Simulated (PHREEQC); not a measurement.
# Nickel, zinc or cadmium bath: an equilibrium model

Consider water at 20 °C with 54 mmol/kgw ZnSO4, 31 mmol/kgw NaCl and 0.17 mmol/kgw MnSO4. Closed to the air; pH follows from the charge balance.

Computed with PHREEQC (ion-association model, wateq4f.dat).

Each row changes one thing in this solution. No solid was allowed to form.

```
case                                            pH  ionic strength (mol/kgw)  Zn+2 (mol/kgw)  Na+ (mol/kgw)  Zn(SO4)2-2 (mol/kgw)  NaSO4- (mol/kgw)  SI of Goslarite (ZnSO4:7H2O)  SI of Zincite(c) (ZnO)
--------------------------------------------  ----  ------------------------  --------------  -------------  --------------------  ----------------  ----------------------------  ----------------------
as made                                       5.54                     0.150          0.0298         0.0298               0.00416           0.00119                         -2.06                   -2.30
MnSO4 replaced by CuSO4 at the same molality  5.53                     0.150          0.0298         0.0298               0.00416           0.00119                         -2.06                   -2.33
NaCl from 0.031 to 0.0465 mol/kgw             5.50                     0.167          0.0303         0.0447               0.00404           0.00175                         -2.08                   -2.38
temperature from 20 to 10 °C                  5.60                     0.152          0.0305         0.0299               0.00440           0.00114                         -1.95                   -2.75
temperature from 20 to 5 °C                   5.62                     0.153          0.0308         0.0299               0.00452           0.00111                         -1.89                   -3.00
temperature from 20 to 80 °C                  5.05                (withheld)      (withheld)         0.0295               0.00310           0.00150                    (withheld)                   -0.62
0.0018 mol/kgw HF added                       3.25                (withheld)          0.0299         0.0298               0.00409        (withheld)                         -2.06                   -6.88
```

### Question
Some entries are withheld; supply them.

### Answer

- temperature from 20 to 80 °C, ionic strength (mol/kgw): 0.140
- temperature from 20 to 80 °C, Zn+2 (mol/kgw): 0.0256
- temperature from 20 to 80 °C, SI of Goslarite (ZnSO4:7H2O): -2.62
- 0.0018 mol/kgw HF added, ionic strength (mol/kgw): 0.151
- 0.0018 mol/kgw HF added, NaSO4- (mol/kgw): 0.00118

At this temperature some constants are extrapolated from 25 °C, and those without enthalpy data are left unchanged.
